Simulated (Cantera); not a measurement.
Input (Python, Cantera):

```python
import numpy as np
import cantera as ct

gas = ct.Solution("gri30.yaml")
gas.TPX = 498, 320000, {'CH4': 1, 'H2': 0.61, 'O2': 2.56, 'N2': 10.5}
inlet = ct.Reservoir(gas, clone=True)
gas.equilibrate("HP")  # start burning
reactor = ct.IdealGasConstPressureReactor(gas, energy="on", clone=False)
exhaust = ct.Reservoir(gas, clone=True)
tau = [0.039, 0.02, 0.011, 0.0056, 0.0029, 0.0015, 0.00079, 0.00041, 0.00022, 0.00011, 5.9e-05, 3.1e-05, 1.6e-05][0]
for a, b in ((inlet, reactor), (reactor, exhaust)):
    ct.MassFlowController(a, b, mdot=lambda t: reactor.mass / tau)
net = ct.ReactorNet([reactor])
show = ['CH4', 'H2', 'O2', 'H2O', 'HO2']

rows = []
print(f"{'tau/s':>10s}{'T/K':>9s}" + "".join(f"{s:>11s}" for s in show))
for tau in [0.039, 0.02, 0.011, 0.0056, 0.0029, 0.0015, 0.00079, 0.00041, 0.00022, 0.00011, 5.9e-05, 3.1e-05, 1.6e-05]:
    net.initial_time = 0.0
    net.advance(30 * tau)
    before = gas.X
    net.advance(40 * tau)
    drift = np.max(np.abs(gas.X - before) / (gas.X + 1e-9))
    rows.append([gas.T, *gas[show].X, drift])
    print(f"{tau:10.3e}{gas.T:9.1f}" + "".join(f"{x:11.3e}" for x in gas[show].X))
```

Result:

```
     tau/s      T/K        CH4         H2         O2        H2O        HO2
 3.900e-02   2218.0  3.060e-06  1.164e-03  1.810e-02  1.784e-01  1.956e-06
 2.000e-02   2214.4  5.520e-06  1.312e-03  1.844e-02  1.780e-01  2.116e-06
 1.100e-02   2208.5  9.079e-06  1.532e-03  1.881e-02  1.776e-01  2.359e-06
 5.600e-03   2197.6  1.533e-05  1.925e-03  1.937e-02  1.768e-01  2.827e-06
 2.900e-03   2181.5  2.476e-05  2.502e-03  2.014e-02  1.756e-01  3.604e-06
 1.500e-03   2159.1  3.934e-05  3.308e-03  2.119e-02  1.740e-01  4.871e-06
 7.900e-04   2130.3  6.160e-05  4.330e-03  2.252e-02  1.720e-01  6.782e-06
 4.100e-04   2093.3  9.865e-05  5.621e-03  2.424e-02  1.695e-01  9.704e-06
 2.200e-04   2050.4  1.580e-04  7.058e-03  2.628e-02  1.667e-01  1.371e-05
 1.100e-04   1993.1  2.801e-04  8.861e-03  2.918e-02  1.630e-01  2.019e-05
 5.900e-05   1931.5  5.041e-04  1.065e-02  3.276e-02  1.593e-01  2.894e-05
 3.100e-05   1851.0  1.084e-03  1.290e-02  3.877e-02  1.548e-01  4.508e-05
 1.600e-05    498.0  6.817e-02  4.158e-02  1.745e-01  7.656e-15  1.485e-17
```

Detailed kinetics in Cantera: GRI-Mech 3.0 (53 species, 325 reactions).
